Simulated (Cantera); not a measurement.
# Thermodynamics of boron, boron nitride and boron oxide, feed borazine + H2O + H2 + NH3

Charge: 1 mol borazine, a varied amount of H2O, 1.9 mol H2, 0.13 mol NH3, held at 133 Pa.

These are equilibrium values from Cantera (NASA tables, ideal gas, pure condensed phases), not measurements of a reactor. Candidate condensed phases: B, BN, B2O3, B3O3H3, H2O; 39 gas species. The feed counts by its element totals alone. Mutual solubility and eutectic melting of coexisting phases are not modelled. Gases not in the tables: H3BO3. Equilibrium is a limit: real reactors are often held back by kinetics, nucleation or transport.

Stable condensed phases:

```
T in K \ n(H2O) in mol
         2.1 2.7 3.3   4   5 6.2 7.6 9.4  12  14
   1425    A   A   A   A   B   B   B   B   C   C
   1400    A   A   A   A   B   B   B   B   B   C
   1375    A   A   A   A   B   B   B   B   B   B
   1350    A   A   A   A   B   B   B   B   B   B
   1325    A   A   A   A   B   B   B   B   B   B
   1300    A   A   A   A   B   B   B   B   B   B
   1275    A   A   A   A   B   B   B   B   B   B
   1250    A   A   A   A   B   B   B   B   B   B
   1225    A   A   A   A   B   B   B   B   B   B
   1200    A   A   A   A   B   B   B   B   B   B
   1175    A   A   A   A   B   B   B   B   B   B
   1150    A   A   A   A   B   B   B   B   B   B
   1125    A   A   A   A   B   B   B   B   B   B
   1100    A   A   A   A   B   B   B   B   B   B
```

A: BN + B2O3; B: B2O3; C: gas only.
